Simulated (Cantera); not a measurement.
Cantera run:

```python
import numpy as np
import cantera as ct

gas_names = """
    C CO COS CO2 CS CS2 C2 C2O C3 C3O2 C4 C5 Fe FeC5O5 FeO O O2 O3 S SO SO2 SO3 S2 S2O S8
""".split()
cond_names = """
    C(gr) Fe(a) Fe(c) Fe(d) Fe(L) FeC5O5(L) FeO(s) FeO(L) FeS(a) FeS(b) FeS(c) FeS(L) FeSO4(s) FeS2(s)
    Fe2O3(s) Fe2S3O12(s) Fe3O4(s) S(cr1) S(cr2) S(L)
""".split()


# ... load() reads the species with a 1 bar reference pressure and builds the phases ...
atoms = {
    'FeS2': {'Fe': 1, 'S': 2},
    'O2': {'O': 2},
    'CO2': {'C': 1, 'O': 2},
}
top_T = {'C(gr)': 4500, 'FeSO4(s)': 950, 'FeS2(s)': 1010, 'Fe2O3(s)': 1830, 'Fe2S3O12(s)': 1100, 'Fe3O4(s)': 1870}  # K; cautious upper limits of use, not melting points


# ... equilibrate(T, P, feed) seeds the gas with the atoms and calls Mixture.equilibrate('TP', solver="vcs", rtol=1e-11, max_steps=5000) ...
results = []
T = 1175  # K
P = 1000  # Pa
for m in [0.17, 0.22, 0.28, 0.37, 0.47, 0.61, 0.78, 1, 1.3, 1.7, 2.1, 2.8]:
    feed = {'FeS2': 1, 'O2': m, 'CO2': 1.2}  # mol
    mix = equilibrate(T, P, feed)
    results.append((T, P, feed, dict(zip(mix.species_names, mix.species_moles))))

top = {s: max(r[3][s] / sum(r[3][g] for g in gas_names) for r in results) for s in gas_names}
cols = sorted((s for s in top if top[s] > 1e-05), key=lambda s: -top[s])[:8]
seen = [c for c in cond_names if any(r[3].get(c, 0) > 1e-12 for r in results)]
print("log10 of partial pressures in bar; condensed amounts in mol")
print(f"{'n(O2)':>10s}" + "".join(f"{s[:9]:>10s}" for s in cols + seen))
for T, P, feed, n in results:
    ng = sum(n[g] for g in gas_names)
    print(f"{feed['O2']:10.4g}" + "".join(f"{np.log10(max(n[s] / ng * P / 1e5, 1e-99)):10.3f}" for s in cols)
          + "".join(f"{n.get(c, 0):10.4g}" for c in seen))
```

Output:

```
log10 of partial pressures in bar; condensed amounts in mol
     n(O2)       SO2       CO2        S2        CO        O2       SO3       S2O       COS    FeS(c)  Fe2O3(s)  Fe3O4(s)
      0.17    -2.926    -2.212    -2.669    -3.307   -13.850   -10.351    -4.729    -4.707         1         0         0
      0.22    -2.848    -2.214    -2.700    -3.356   -13.756   -10.226    -4.713    -4.772         1         0         0
      0.28    -2.770    -2.218    -2.741    -3.408   -13.658   -10.099    -4.705    -4.845         1         0         0
      0.37    -2.676    -2.224    -2.809    -3.478   -13.530    -9.941    -4.710    -4.949         1         0         0
      0.47    -2.594    -2.231    -2.897    -3.549   -13.404    -9.796    -4.734    -5.063         1         0         0
      0.61    -2.504    -2.243    -3.049    -3.643   -13.238    -9.623    -4.803    -5.233         1         0         0
      0.78    -2.431    -2.258    -3.246    -3.744   -13.066    -9.464    -4.914    -5.433    0.9741         0  0.008638
         1    -2.396    -2.285    -3.219    -3.781   -13.046    -9.419    -4.877    -5.457    0.8228         0   0.05907
       1.3    -2.359    -2.319    -3.189    -3.826   -13.023    -9.370    -4.835    -5.487    0.6166         0    0.1278
       1.7    -2.320    -2.360    -3.158    -3.880   -13.000    -9.320    -4.793    -5.524    0.3417         0    0.2194
       2.1    -2.291    -2.398    -3.134    -3.926   -12.982    -9.282    -4.760    -5.559   0.06703         0     0.311
       2.8    -2.212    -2.432   -21.248    -8.528    -3.846    -4.635   -18.307   -19.219         0       0.5         0
```

Cantera equilibrium calculation (NASA polynomials, part measured and part estimated; ideal gas, pure solids and liquids). Mutual solubility and eutectic melting of coexisting phases are not modelled. FeS: taken at fixed stoichiometry. Gases not in the tables: S3 to S7.
